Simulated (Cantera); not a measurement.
Input: 1 mol CH₂F₂, 0.57 mol H₂, a varied amount of F₂, at 2175 K and 1.90 Pa.

Method: chemical equilibrium by Gibbs-energy minimisation in Cantera with the NASA 1993 tables (ideal gas, pure condensed phases). Candidate condensed phases: C, C₆H₆, C₇H₈, C₈H₁₈; 95 gas species. The numbers say what is thermodynamically allowed, not how fast it happens.

x: gas mole fraction; n: condensed amount in mol.

```csv
n(F₂) (mol),x HF,x H,x H₂,x F,n C(graphite)
0.047,0.696,0.251,0.0502,0.00275,0.998
0.06,0.703,0.246,0.0482,0.00284,0.998
0.076,0.712,0.239,0.0457,0.00295,0.998
0.095,0.722,0.232,0.0428,0.00309,0.998
0.12,0.736,0.222,0.0392,0.00329,0.998
0.15,0.752,0.209,0.0350,0.00356,0.998
0.19,0.773,0.193,0.0296,0.00398,0.998
0.24,0.800,(withheld),(withheld),(withheld),0.999
0.31,0.837,0.141,0.0159,0.00587,0.999
0.39,0.877,0.105,0.00884,0.00826,0.999
0.49,0.922,0.0600,0.00287,0.0152,0.998
0.62,0.931,0.0188,0.000283,0.0490,0.997
```

### Question
Some entries are withheld; supply them.

### Answer

- 0.24, x H: 0.172
- 0.24, x H₂: 0.0235
- 0.24, x F: 0.00462
